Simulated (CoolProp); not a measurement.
Methanol at 293.15 K and 0.00433 MPa flows at 0.28 m/s in a round tube of 10 mm bore and 0.25 µm roughness, fully developed (64/Re and Nu = 3.66 if laminar; Colebrook and Gnielinski if turbulent). Each further row changes one setting.

Values from CoolProp's reference Helmholtz-energy equation of state, de Reuck 1993.

```csv
case,Reynolds number,Darcy friction factor,pressure drop (Pa/m),heat-transfer coefficient (W/(m² K)),mass flow (kg/h)
as stated,16.9,3.79,0.850,5.37,0.00452
velocity 0.56 m/s,33.7,1.90,1.70,5.37,0.00905
diameter 20 mm,33.7,1.90,0.212,2.68,0.0181
```

Viscosity comes from a separate model (Xiang 2006). Thermal conductivity comes from a separate model (Sykioti 2013).
